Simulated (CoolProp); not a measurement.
Vapour-liquid equilibrium of benzene (1) + ethylbenzene (2) at 4.93 bar; x and y are mole fractions of (1).

The numbers come from the multi-fluid Helmholtz-energy mixture model, Thol 2012 and Zhou 2012; pair parameters Bell 2016 in CoolProp.

### Question
Give the bubble temperature and the first vapour's composition at x = 0.425, 0.65, 0.95. Is there an azeotrope?

### Answer
x = 0.425: 446.5 K, y = 0.690; x = 0.65: 432.3 K, y = 0.864; x = 0.95: 417.2 K, y = 0.987. No azeotrope shows between x = 0.05 and 0.95.

Pair parameters are fitted to limited data, so mixtures are less certain than the pure fluids.
